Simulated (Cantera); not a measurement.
Input: 1 mol Fe(CO)₅, 0.23 mol H₂, at 1200 K.

These are equilibrium values from Cantera (NASA tables, ideal gas, pure condensed phases), not measurements of a reactor. Candidate condensed phases: C, C₆H₆, C₇H₈, C₈H₁₈, Fe, Fe(CO)₅, FeO, Fe(OH)₂, Fe(OH)₃, Fe₂O₃, Fe₃O₄, H₂O; 114 gas species. Condensed phases not in the tables: cementite and carbon dissolved in iron. Rates play no part.

Problem. At 1.50 bar, list the 5 most abundant gas species with their mole fractions, and the condensed phases.

Solution. CO 0.930, H₂ 0.0435, CO₂ 0.0245, H₂O 0.00157, CH₄ 4.48e-5. Condensed: C(graphite) + Fe(γ).
